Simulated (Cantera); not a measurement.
# Catalytic combustion on Pt

An isothermal plug-flow reactor at 800 K and 4.93 atm (inlet), inlet velocity 0.11 m/s, active area per volume 420 1/m; feed 0.422 % CO, 6.92 % O2, 92.7 % N2.

Model: Deutschmann's 1995 Pt surface mechanism with GRI-Mech 3.0 gas chemistry, integrated in Cantera. Catalytic surfaces can have several steady states; this one follows from the mechanism file's or the stated starting coverage. Mass transfer to the wall is taken as infinitely fast.

| z (m) | x CO | x O2 | x H2O | x CO2 | θ free Pt | θ O* | θ CO* |
|---|---|---|---|---|---|---|---|
| 0.00017 | 0.00253 | 0.0684 | <1e-12 | 0.00169 | 0.0346 | 0.963 | 0.00201 |
| 0.00037 | 0.00198 | 0.0682 | <1e-12 | 0.00225 | 0.0298 | 0.969 | 0.00116 |
| 0.00079 | 0.00133 | 0.0679 | <1e-12 | 0.00290 | 0.0262 | 0.973 | 0.000601 |
| 0.0017 | 0.000675 | 0.0675 | <1e-12 | 0.00356 | 0.0237 | 0.976 | 0.000247 |
| 0.0037 | 0.000189 | 0.0673 | <1e-12 | 0.00404 | 0.0223 | 0.978 | 6.10e-5 |
| 0.0079 | 1.59e-5 | 0.0672 | <1e-12 | 0.00422 | 0.0218 | 0.978 | 4.91e-6 |
| 0.017 | 8.03e-8 | 0.0672 | <1e-12 | 0.00423 | 0.0218 | 0.978 | 2.48e-8 |
x: gas mole fraction; θ: surface coverage.
